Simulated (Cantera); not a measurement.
**Ammonia decomposition in nitride growth gas**

A perfectly stirred reactor is fed with 16.7 % NH₃, 83.3 % H₂, at 0.132 atm; it is held at 2025 K, and followed from long to short residence time.

Detailed kinetics in Cantera: the gas-phase N/H chemistry of the illustrative SiF4/NH3 mechanism in the Surface Chemkin manual (1991). Walls and surfaces, which speed up NH3 decomposition in real reactors, are not modelled.

```
τ (s)      x NH₃   x H₂       x H     x NH₂      x N
-------  -------  -----  --------  --------  -------
21       0.00123  0.924   0.00446   1.74e-5  1.26e-6
3.8      0.00688  0.922   0.00261   5.71e-5  1.41e-6
0.67      0.0406  0.904   0.00132  0.000174  1.14e-6
0.12       0.108  0.866  0.000900  0.000330  1.06e-6
0.021      0.153  0.840  0.000758  0.000404  9.64e-7
0.0038     0.164  0.834  0.000631  0.000365  6.15e-7
0.00068    0.166  0.833  0.000260  0.000153  4.52e-8
```
x: mole fraction; the columns are a selection and need not sum to one.
